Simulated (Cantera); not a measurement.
Cantera run:

```python
import numpy as np
import cantera as ct

gas_names = """
    C CH CH2 CH3 CH2OH CH3O CH4 CH3OH CN CO CO2 COOH C2 C2H CHCO,ketyl C2H2,acetylene C2H2,vinylidene
    CH2CO,ketene C2H3,vinyl CH3CN CH3CO,acetyl C2H4 C2H4O,ethylen CH3CHO,ethanal CH3COOH (HCOOH)2 C2H5
    C2H6 CH3OCH3 C2H5OH CCN CNC C2N2 C2O C3 C3H3,propargyl C3H4,allene C3H4,propyne C3H4,cyclo-
    C3H5,allyl C3H6,propylene C3H6,cyclo- C3H6O C3H7,n-propyl C3H7,i-propyl C3H8 C3H8O,1propanol
    C3H8O,2propanol C3O2 C4 C4H2 C4H4,1,3-cyclo- C4H6,butadiene C4H6,2-butyne C4H6,cyclo- C4H8,1-butene
    C4H8,cis2-buten C4H8,tr2-butene C4H8,isobutene C4H8,cyclo- (CH3COOH)2 C4H9,n-butyl C4H9,i-butyl
    C4H9,s-butyl C4H9,t-butyl C4H10,isobutane C4H10,n-butane C4N2 C5 C5H6,1,3cyclo- C5H8,cyclo-
    C5H10,1-pentene C5H10,cyclo- C5H11,pentyl C5H11,t-pentyl C5H12,n-pentane C5H12,i-pentane
    CH3C(CH3)2CH3 C6H2 C6H5,phenyl C6H5O,phenoxy C6H6 C6H5OH,phenol C6H10,cyclo- C6H12,1-hexene
    C6H12,cyclo- C6H13,n-hexyl C7H7,benzyl C7H8 C7H8O,cresol C7H14,1-heptene C7H15,n-heptyl
    C7H16,n-heptane C8H8,styrene C8H10,ethylbenz C8H16,1-octene C8H17,n-octyl C8H18,isooctane
    C8H18,n-octane C9H19,n-nonyl C10H8,naphthale C10H21,n-decyl C12H9,o-bipheny C12H10,bipheny H HCN HCO
    HCCN HNC HNCO HNO HNO2 HNO3 HO2 H2 HCHO,formaldehy HCOOH H2O H2O2 N NCO NH NH2 NH3 NH2OH NO NO2 NO3
    N2 N2H2 N2H4 N2O O OH O2 O3
""".split()
cond_names = """
    C(gr) C6H6(L) C7H8(L) C8H18(L),n-octa H2O(s) H2O(L)
""".split()


def load(file, names, dense=False):
    # The tables refer to 1 bar. Condensed volumes are neglected.
    table = {s.name: s for s in ct.Species.list_from_file(file)}
    out = []
    for n in names:
        d = dict(table[n].input_data)
        d["thermo"] = dict(d["thermo"], **{"reference-pressure": 1e5})
        if dense:
            d["equation-of-state"] = {"model": "constant-volume", "density": "1e6 g/cm^3"}
        out.append(ct.Species.from_dict(d))
    return out


gas = ct.Solution(thermo="ideal-gas", species=load("nasa_gas.yaml", gas_names))
cond = {s.name: ct.Solution(thermo="fixed-stoichiometry", species=[s], name=s.name)
        for s in load("nasa_condensed.yaml", cond_names, dense=True)}
atoms = {
    'C2H2': {'C': 2, 'H': 2},
    'H2O': {'H': 2, 'O': 1},
    'N2': {'N': 2},
}
top_T = {'C(gr)': 4500}  # K; cautious upper limits of use, not melting points


def equilibrate(T, P, feed):
    n = {}
    for name, mol in feed.items():
        for a, k in atoms[name].items():
            n[a] = n.get(a, 0.0) + k * mol
    gas.TPX = T, P, n
    mass = sum(n.values()) * gas.mean_molecular_weight
    gas.equilibrate("TP")
    valid = [c for c in cond.values() if c.min_temp <= T <= top_T.get(c.name, c.max_temp)]
    mix = ct.Mixture([(gas, mass / gas.mean_molecular_weight)] + [(c, 0.0) for c in valid])
    mix.T, mix.P = T, P
    mix.equilibrate("TP", solver="vcs", rtol=1e-11, max_steps=5000)
    return mix


results = []
feed = {'C2H2': 1, 'H2O': 0.79, 'N2': 3.9}  # mol
T = 2950  # K
P = 13332.2  # Pa
mix = equilibrate(T, P, feed)
results.append((T, P, feed, dict(zip(mix.species_names, mix.species_moles))))
x = sorted(zip(gas.X, gas.species_names), reverse=True)
print(f"T = {T:g} K  P = {P:g} Pa  gas = {mix.phase_moles(0):.4g} mol")
print("   x: " + "  ".join(f"{s} {v:.3e}" for v, s in x if v > 1e-05))
print("   condensed (mol): " + ("  ".join(f"{mix.phase(i).name} {mix.phase_moles(i):.4g}"
      for i in range(1, mix.n_phases) if mix.phase_moles(i) > 1e-12) or "none"))
```

It prints:

```
T = 2950 K  P = 13332.2 Pa  gas = 7.009 mol
   x: N2 5.237e-01  H2 1.461e-01  H 1.414e-01  CO 1.127e-01  HCN 5.066e-02  HNC 9.183e-03  C2H2,acetylene 7.840e-03  CN 4.822e-03  C3 1.360e-03  C2H 1.212e-03  C2N2 3.997e-04  C 2.343e-04  C4H2 1.755e-04  C2 1.368e-04  C2H2,vinylidene 2.198e-05  C5 2.134e-05  N 1.988e-05  CH 1.597e-05
   condensed (mol): C(gr) 0.5853
```

Cantera equilibrium calculation (NASA polynomials, part measured and part estimated; ideal gas, pure solids and liquids).
